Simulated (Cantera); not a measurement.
Input: 1 mol CH3F, 0.31 mol H2, held at 852 °C and 0.00133 bar.

Cantera equilibrium calculation (NASA polynomials, part measured and part estimated; ideal gas, pure solids and liquids). Candidate condensed phases: C, C6H6, C7H8, C8H18; 95 gas species. Kinetics and transport are ignored.

Base state: H2 0.567, HF 0.433, CH4 1.24e-5 (mole fractions); condensed: C(graphite).

### Question
What changes in the equilibrium state with this change: temperature from 852 °C to 2302 °C?

### Answer
| species | before | after |
|---|---|---|
| H | 9.16e-7 | 0.442 |
| HF | 0.433 | 0.334 |
| H2 | 0.567 | 0.217 |
| F | <1e-9 | 0.00172 |
| C3 | <1e-9 | 0.00116 |
| C2H | <1e-9 | 0.000544 |
| C | <1e-9 | 0.000340 |
| C(graphite), mol | 1.000 | 0.965 |
